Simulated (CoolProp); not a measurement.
Model: reference Helmholtz-energy equation of state, Thol 2017, in CoolProp.

Task: For octamethyltrisiloxane (MDM), give the phase and the Joule-Thomson coefficient (K/MPa), expansivity (1/kK) at -40.05 °C and 77.9 bar.

Result: 
- -40.05 °C and 77.9 bar: liquid; Joule-Thomson coefficient -0.513, expansivity 1.05
